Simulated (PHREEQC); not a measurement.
Solution (25 °C): 0.11 mol/kgw NaH2PO4 and 7e-05 mol/kgw K2HPO4. Closed to the air; pH follows from the charge balance.

Computed with PHREEQC (ion-association model, wateq4f.dat).

| quantity | before | after |
|---|---|---|
| pH | 4.50 | 4.67 |
| HPO4-2 (mol/kgw) | 0.000461 | 9.61e-5 |
| H3PO4 (mol/kgw) | 0.000388 | 6.01e-5 |
| NaHPO4- (mol/kgw) | 3.57e-5 | 2.34e-6 |
| KHPO4- (mol/kgw) | 4.43e-8 | 2.96e-9 |

### Question
Which change was made?
A) diluted 5-fold with water
B) temperature from 25 to 35 °C
C) NaH2PO4 from 0.11 to 0.011 mol/kgw
D) NaH2PO4 from 0.11 to 0.022 mol/kgw

### Answer
A, diluted 5-fold with water

No solid was allowed to form. H3PO4, which wateq4f.dat lacks, is added to it with the constant of phreeqc.dat.
